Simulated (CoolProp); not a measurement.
Vapour-liquid equilibrium of R125 (1) + ethanol (2) at 0.0912 MPa; x and y are mole fractions of (1).

Values from CoolProp's multi-fluid Helmholtz-energy mixture model, Lemmon 2005 and Schroeder 2014; pair parameters Bell 2016.

| x | bubble temperature (K) | y at the bubble point | dew temperature at overall composition x (K) | liquid density (mol/L) |
|---|---|---|---|---|
| 0.05 | 271.3 | ? | ? | 17.24 |
| 0.15 | 244.6 | 0.998 | 344.9 | ? |
| 0.25 | 236.4 | 0.999 | ? | 16.75 |
| 0.35 | ? | 1.000 | 338.4 | 16.28 |
| 0.45 | 230.1 | 1.000 | 334.6 | 15.77 |
| 0.55 | 228.6 | 1.000 | 330.1 | 15.24 |
| 0.65 | 227.5 | 1.000 | ? | 14.70 |
| 0.75 | 226.5 | 1.000 | 317.8 | 14.15 |
| 0.85 | 225.4 | 1.000 | 307.9 | ? |
| 0.95 | 223.9 | 1.000 | 288.8 | 12.98 |

**Question.** Fill in the missing entries.

**Answer.** 
- 0.05, y at the bubble point: 0.985
- 0.05, dew temperature at overall composition x (K): 347.6
- 0.15, liquid density (mol/L): 17.16
- 0.25, dew temperature at overall composition x (K): 341.8
- 0.35, bubble temperature (K): 232.4
- 0.65, dew temperature at overall composition x (K): 324.7
- 0.85, liquid density (mol/L): 13.57

No azeotrope shows between x = 0.05 and 0.95.

The pair parameters rest on a limited set of measurements; away from them the model extrapolates. With so large a gap from Raoult's law the liquid may split in two, which this calculation doesn't test in full.
